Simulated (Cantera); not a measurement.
Charge: 1 mol Si, 0.032 mol CO2, 71 mol CO, equilibrated at 26.0 mbar.

Method: chemical equilibrium by Gibbs-energy minimisation in Cantera with the NASA 1993 tables (ideal gas, pure condensed phases). Candidate condensed phases: C, Si, SiC, SiO2; 20 gas species. The tables hold silica as quartz up to 1696 K and as liquid above; real silica turns to tridymite and cristobalite and melts near 1996 K. Equilibrium is a limit: real reactors are often held back by kinetics, nucleation or transport. All values below are at 1500 K.

Base state: CO 0.999, SiO 0.00148, CO2 1.72e-5 (mole fractions); condensed: C(graphite) + SiO2(β-quartz).

What changes in the equilibrium state with this change: CO2 from 0.032 to 4.3 mol?


```
species               before    after
-------------------  -------  -------
CO                     0.999    0.969
CO2                  1.72e-5   0.0305
SiO                  0.00148  8.09e-7
C(graphite), mol        1.87        0
SiO2(β-quartz), mol    0.898    1.000
```
